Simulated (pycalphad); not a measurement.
Computed with pycalphad from the COST 507 light-alloy database (1999), at 1 atm. The database dates from 1999; later assessments differ in places, in temperatures and in the compounds included. The system is extrapolated from its subsystems; higher-order compounds may be missing. Phase fractions are per mole of atoms. Diffusion is slow at the low end, where real alloys seldom reach equilibrium.

Task: Give the equilibrium state of Ti-4.908Si-5.795Fe (wt.%) at 702 °C.

Result: 
```
T = 975.00 K, P = 101325 Pa, N = 1 mol of atoms
G = -60512 J/mol, H = 4918 J/mol, S = 67.11 J/(mol K)  (SER reference)
chemical potentials (J/mol): Ti -43198, Si -225967, Fe -93170
phase             fraction      x(Ti)      x(Si)      x(Fe)
BCC_A2              0.6901     0.9226     0.0072     0.0701
SITI3               0.3059     0.7500     0.2500       none
HCP_A3              0.0040     0.9949     0.0044   0.000688
```

Task: Give the equilibrium state of Ti-4.908Si-5.795Fe (wt.%) at 552 °C.

Result: HCP_A3, fraction 0.587, with 0.23 Si, 0.06 Fe wt.%; SITI3, fraction 0.317, with 16.4 Si, no Fe wt.%; FETI, fraction 0.096, with no Si, 53.8 Fe wt.%.

Database names, with the compositions (at.%) that they take in these runs: SITI3: Ti 75 Si 25; FETI: Ti 50 Fe 50. BCC_A2 is bcc; HCP_A3 is hcp. An entry "none" or "no" means that the model of the phase leaves that element out.
